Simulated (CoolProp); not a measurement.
R507A along the isotherm 420.2 K: density (kg/m³) from the reference equation and from simpler models built on Tc = 343.8 K, pc = 3.705 MPa, ω = 0.286; each cubic takes its own stable root.

The numbers come from the reference Helmholtz-energy equation of state, Lemmon 2003 in CoolProp. It is a pseudo-pure fit of the blend.

| p (MPa) | phase | reference | ideal gas | van der Waals | Soave-Redlich-Kwong | Peng-Robinson |
|---|---|---|---|---|---|---|
| 4.63 | supercritical | 170.5 | 131.0 | 179.9 | 164.7 | 171.1 |
| 9.26 | supercritical | 442.6 | 262.0 | 456.9 | 390.6 | 415.4 |
| 13.9 | supercritical | 649.7 | 393.3 | 562.0 | 558.7 | 602.5 |
| 18.5 | supercritical | 759.0 | 523.5 | 616.7 | 661.5 | 719.3 |
| 23.2 | supercritical | 830.5 | 656.5 | 654.5 | 734.5 | 802.5 |
| 27.8 | supercritical | 881.5 | 786.6 | 682.4 | 788.8 | 864.2 |
| 32.4 | supercritical | 921.8 | 916.8 | 704.7 | 832.4 | 913.7 |
| 37 | supercritical | 955.0 | 1047 | 723.2 | 868.8 | 954.9 |
